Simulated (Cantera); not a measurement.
Input: 1 mol (CH3)2SiCl2, 0.62 mol C2H4, 1.3 mol H2, at 1348.15 K and 75.0 Torr.

These are equilibrium values from Cantera (NASA tables, ideal gas, pure condensed phases), not measurements of a reactor. Candidate condensed phases: C, C6H6, C7H8, C8H18, Si, SiC; 109 gas species. The feed counts by its element totals alone. The tables' values for SiCl3 are old estimates; treat these amounts as uncertain. Kinetics and transport are ignored.

Base state: H2 0.708, HCl 0.285, SiCl4 0.00385, SiCl2 0.00121, SiCl3 0.000965, SiHCl3 0.000543, CH4 0.000292, SiH2Cl2 1.12e-5 (mole fractions); condensed: C(graphite) + SiC(s).

Problem. What changes in the equilibrium state with this change: (CH3)2SiCl2 replaced by Si(CH3)4?

Solution. 
| species | before | after |
|---|---|---|
| H2 | 0.708 | 0.999 |
| CH4 | 0.000292 | 0.000582 |
| HCl | 0.285 | 0 |
| SiCl4 | 0.00385 | 0 |
| SiCl2 | 0.00121 | 0 |
| SiCl3 | 0.000965 | 0 |
| C(graphite), mol | 2.28 | 4.24 |
| SiC(s), mol | 0.957 | 1.00 |
